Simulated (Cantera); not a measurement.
**Ammonia decomposition in nitride growth gas**

An isothermal, constant-pressure homogeneous reactor starts with 64.9 % NH3, 35.1 % N2, at 1475 K and 1.97 atm.

Computed with Cantera and the gas-phase N/H chemistry of the illustrative SiF4/NH3 mechanism in the Surface Chemkin manual (1991). Walls and surfaces, which speed up NH3 decomposition in real reactors, are not modelled.

```
t (s)     x NH3    x N2H2   x N2    x NH2    x N2H4      x H2
--------  -----  --------  -----  -------  --------  --------
5.00e-6   0.649    <1e-12  0.351  5.52e-8    <1e-12   2.72e-8
2.51e-5   0.649  4.23e-12  0.351  2.79e-7  1.62e-11   1.39e-7
0.000126  0.649  2.73e-10  0.351  1.40e-6  5.86e-10   7.03e-7
0.000631  0.649   9.21e-9  0.351  6.94e-6   1.55e-8   3.74e-6
0.00316   0.649   1.29e-7  0.351  2.45e-5   1.96e-7   3.71e-5
0.0159    0.649   1.67e-7  0.351  2.78e-5   2.52e-7  0.000328
0.0795    0.647   1.66e-7  0.351  2.77e-5   2.49e-7   0.00180
0.399     0.639   1.58e-7  0.352  2.69e-5   2.36e-7   0.00898
2.00      0.605   1.28e-7  0.355  2.44e-5   1.94e-7    0.0407
```
x: mole fraction; the columns are a selection and need not sum to one.

Equilibrium at this temperature and pressure: NH3 3.82e-5, N2H2 <1e-12, N2 0.409, NH2 9.93e-10, N2H4 <1e-12, H2 0.591 (gas phase only).
